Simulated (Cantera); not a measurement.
A closed system holds: 1 mol CsOH, 7.8 mol H₂O, equilibrated at 725 °C and 100 Torr.

Method: chemical equilibrium by Gibbs-energy minimisation in Cantera with the NASA 1993 tables (ideal gas, pure condensed phases). Candidate condensed phases: Cs, CsOH, H₂O; 15 gas species. Rates play no part.

Base state: H₂O 0.893, CsOH 0.0989, Cs₂(OH)₂ 0.00782 (mole fractions); condensed: gas only.

Question: What changes in the equilibrium state with this change: temperature from 725 °C to 1425 °C?

Answer: 
```tsv
species	before	after
H₂O	0.893	0.884
CsOH	0.0989	0.112
H₂	3.98e-7	0.00154
Cs₂(OH)₂	0.00782	1.87e-6
OH	1.82e-8	0.000459
H	<1e-9	1.56e-5
Cs	2.47e-7	0.00121
O₂	2.56e-7	0.000959
```
